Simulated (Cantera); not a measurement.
**Adiabatic ignition**

An adiabatic, constant-pressure homogeneous reactor starts with 1.73 % C3H8, 20.6 % O2, 77.6 % N2, equivalence ratio 0.42, at 1575 K and 430000 Pa.

Cantera simulation using GRI-Mech 3.0 (53 species, 325 reactions); the numbers are that mechanism's predictions, not measurements. GRI-Mech 3.0 was tuned for natural gas; its chemistry of propane as a main component is partial and can be far from experiment.

```tsv
t (s)	T (K)	x C3H8	x O2	x HO2	x NO	x C2H4	x CH2O
1.00e-6	1573	0.0170	0.206	6.34e-5	<1e-12	0.000279	1.30e-5
2.85e-6	1570	0.0159	0.205	0.000119	7.32e-12	0.00134	0.000219
8.09e-6	1579	0.0107	0.201	0.000233	1.77e-10	0.00617	0.00155
2.30e-5	2159	<1e-12	0.118	2.57e-5	1.46e-5	<1e-12	6.83e-11
6.55e-5	2398	<1e-12	0.116	8.85e-6	0.000116	<1e-12	3.61e-12
0.000186	2433	<1e-12	0.116	8.86e-6	0.000268	<1e-12	1.24e-12
0.000530	2433	<1e-12	0.116	8.84e-6	0.000648	<1e-12	1.21e-12
0.00151	2431	<1e-12	0.115	8.77e-6	0.00168	<1e-12	1.19e-12
0.00429	2426	<1e-12	0.114	8.59e-6	0.00425	<1e-12	1.15e-12
0.0122	2417	<1e-12	0.112	8.25e-6	0.00905	<1e-12	1.06e-12
0.0347	2409	<1e-12	0.110	7.97e-6	0.0131	<1e-12	<1e-12
0.0988	2408	<1e-12	0.109	7.93e-6	0.0138	<1e-12	<1e-12
0.281	2408	<1e-12	0.109	7.93e-6	0.0138	<1e-12	<1e-12
0.800	2408	<1e-12	0.109	7.93e-6	0.0138	<1e-12	<1e-12
```
x: mole fraction; the columns are a selection and need not sum to one.

```yaml
time_of_steepest_temperature_rise: 15.9 µs
temperature at 0.800 s: 2408 K
equilibrium_temperature: 2408 K
x(C3H8) at 0.800 s: <1e-12 (gas-phase equilibrium <1e-12)
x(O2) at 0.800 s: 0.109 (gas-phase equilibrium 0.109)
x(HO2) at 0.800 s: 7.93e-6 (gas-phase equilibrium 7.93e-6)
```
